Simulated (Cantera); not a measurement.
An isothermal, constant-pressure homogeneous reactor starts with 0.407 % H₂, 41.5 % O₂, 58.1 % N₂, equivalence ratio 0.0049, at 1450 K and 150 Pa.

Computed with Cantera and GRI-Mech 3.0 (53 species, 325 reactions). Radical loss at walls, strong at low pressure, is not modelled.

x: mole fraction; the columns are a selection and need not sum to one.

```
t (s)        x H₂   x O₂     x HO₂     x H₂O      x OH       x H
--------  -------  -----  --------  --------  --------  --------
2.00e-5   0.00407  0.415  1.73e-10    <1e-12  4.77e-12  1.68e-10
0.000100  0.00407  0.415  8.68e-10    <1e-12  1.11e-10  7.58e-10
0.000502  0.00407  0.415   4.35e-9  7.32e-11   2.00e-9   2.41e-9
0.00252   0.00407  0.415         ?         ?         ?         ?
0.0126    0.00407  0.415         ?         ?         ?         ?
0.0632    0.00283  0.414   4.95e-8  0.000895  0.000614   6.74e-5
0.317     1.52e-5  0.411   1.69e-8   0.00370  0.000599  0.000103
1.59      1.51e-5  0.411   1.68e-8   0.00370  0.000595  0.000101
7.96      1.42e-5  0.411   1.64e-8   0.00372  0.000578   9.19e-5
39.9      1.07e-5  0.412   1.43e-8   0.00378  0.000503   5.95e-5
200       3.88e-6  0.413   8.86e-9   0.00391  0.000303   1.25e-5
```

Problem. Fill in the missing entries.

Solution. 
- 0.00252, x HO₂: 2.17e-8
- 0.00252, x H₂O: 4.30e-9
- 0.00252, x OH: 2.05e-8
- 0.00252, x H: 4.77e-9
- 0.0126, x HO₂: 1.08e-7
- 0.0126, x H₂O: 2.46e-7
- 0.0126, x OH: 2.90e-7
- 0.0126, x H: 3.07e-8
